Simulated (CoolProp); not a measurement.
Vapour-liquid equilibrium of toluene (1) + n-nonane (2) at 0.293 MPa; x and y are mole fractions of (1).

Computed with CoolProp (multi-fluid Helmholtz-energy mixture model, Lemmon 2006 and Lemmon 2006; pair parameters Bell 2016).

Question: Give the bubble temperature and the first vapour's composition at x = 0.2, 0.35, 0.5. Is there an azeotrope?

Answer: x = 0.2: 181.9 °C, y = 0.386; x = 0.35: 173.7 °C, y = 0.573; x = 0.5: 167.2 °C, y = 0.706. No azeotrope shows between x = 0.05 and 0.95.

Pair parameters are fitted to limited data, so mixtures are less certain than the pure fluids.
